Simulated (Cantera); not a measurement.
A freely propagating, adiabatic, planar premixed flame of C₃H₈ : O₂ : N₂ = 1 : 5.21 : 18.2 (molar parts), unburnt at 525 K and 6230 Torr; mixture-averaged transport, grid criteria slope 0.08 and curve 0.16, no radiation.

Model: GRI-Mech 3.0 (53 species, 325 reactions), integrated in Cantera. GRI-Mech 3.0 was tuned for natural gas; its chemistry of propane as a main component is partial and can be far from experiment. Burning velocities carry a grid error of a few per cent, more on coarse grids.

What does this change do: inlet temperature 525 to 548 K?


```csv
quantity,before,after
laminar burning velocity,76.8 cm/s,83.4 cm/s
thermal thickness,0.0484 mm,0.0472 mm
peak x(CH₄),0.00268,0.00272
peak x(C₂H),2.70e-6,2.88e-6
peak x(H₂),0.0145,0.0148
peak x(HCO),5.66e-5,5.92e-5
```
